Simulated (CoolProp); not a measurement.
Vapour-liquid equilibrium of m-xylene (1) + n-undecane (2) at 0.0383 MPa; x and y are mole fractions of (1).

Computed with CoolProp (multi-fluid Helmholtz-energy mixture model, Zhou 2012 and Aleksandrov 2011; pair parameters Bell 2016).

### Question
Give the bubble temperature and the first vapour's composition at x = 0.35, 0.5, 0.65. Is there an azeotrope?

### Answer
x = 0.35: 132.2 °C, y = 0.729; x = 0.5: 124.3 °C, y = 0.843; x = 0.65: 117.7 °C, y = 0.915. No azeotrope shows between x = 0.05 and 0.95.

Pair parameters are fitted to limited data, so mixtures are less certain than the pure fluids.
